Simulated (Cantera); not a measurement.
A perfectly stirred reactor is fed with NO : N₂ = 1 : 0.14 (molar parts), at 33.8 Torr; it is held at 1975 K, and followed from long to short residence time.

Detailed kinetics in Cantera: GRI-Mech 3.0 (53 species, 325 reactions). Radical loss at walls, strong at low pressure, is not modelled.

### Question
What does this change do: temperature 1975 to 2150 K?

### Answer
| quantity | before | after |
|---|---|---|
| x(NO) at τ = 20.0 s | 0.204 | 0.0584 |
| x(N₂) at τ = 20.0 s | 0.459 | 0.531 |
| x(NO₂) at τ = 20.0 s | 9.78e-5 | 2.35e-5 |
| x(O₂) at τ = 20.0 s | 0.335 | 0.405 |
| x(O) at τ = 20.0 s | 0.00153 | 0.00590 |
| x(NO) at τ = 0.340 s | 0.840 | 0.650 |
| x(N₂) at τ = 0.340 s | 0.141 | 0.235 |
| x(NO₂) at τ = 0.340 s | 0.000101 | 0.000134 |
| x(O₂) at τ = 0.340 s | 0.0181 | 0.111 |
| x(O) at τ = 0.340 s | 0.000532 | 0.00337 |
